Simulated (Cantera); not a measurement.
An isothermal, constant-pressure homogeneous reactor starts with CO : O2 : H2O : N2 = 0.0011 : 0.0025 : 0.00061 : 1 (molar parts), equivalence ratio 0.22, at 1323 K and 0.868 atm. Integrator tolerance rtol = 1e-08.

Model: GRI-Mech 3.0 (53 species, 325 reactions), integrated in Cantera.

Question: What does this change do: temperature 1323 to 975 K?

Answer: 
| quantity | before | after |
|---|---|---|
| x(CO) at 2.00 s | 6.95e-8 (gas-phase equilibrium 6.46e-9) | 0.00104 (gas-phase equilibrium <1e-12) |
| x(O2) at 2.00 s | 0.00194 (gas-phase equilibrium 0.00192) | 0.00246 (gas-phase equilibrium 0.00194) |
| x(H2O) at 2.00 s | 0.000607 (gas-phase equilibrium 0.000608) | 0.000606 (gas-phase equilibrium 0.000608) |
| x(H) at 2.00 s | 1.00e-9 (gas-phase equilibrium 7.48e-11) | 1.55e-8 (gas-phase equilibrium <1e-12) |
| x(H2) at 2.00 s | 1.12e-8 (gas-phase equilibrium 1.93e-9) | 1.36e-6 (gas-phase equilibrium <1e-12) |
| x(NO) at 2.00 s | 2.74e-7 (gas-phase equilibrium 4.95e-5) | 6.93e-12 (gas-phase equilibrium 2.57e-6) |
| x(HO2) at 2.00 s | 9.27e-10 (gas-phase equilibrium 1.04e-10) | 3.28e-7 (gas-phase equilibrium 1.39e-12) |
